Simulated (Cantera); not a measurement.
A perfectly stirred reactor is fed with H2 : O2 : N2 : H2O = 1 : 0.357 : 1.34 : 0.038 (molar parts), equivalence ratio 1.4, at 1.01 bar; it is adiabatic with a 523 K inlet, and is followed from long to short residence time, starting on the burning branch (τ in s: 0.08, 0.028, 0.0097, 0.0034, 0.0012, 0.00041, 0.00014, 5e-05, 1.7e-05).

Model: the H2/O2 subset of GRI-Mech 3.0, which has no nitrogen chemistry, integrated in Cantera.

One state of this run: T (K) = 1475; x H2 = 0.126; x O2 = 0.0236; x O = 0.00720; x HO2 = 2.41e-5; x OH = 0.00697. x: mole fraction; the columns are a selection and need not sum to one.

**Question.** Which value of τ (s) does it belong to?
A. 5.0e-5
B. 0.00014
C. 0.0034
D. 1.7e-5

**Answer.** D, 1.7e-5
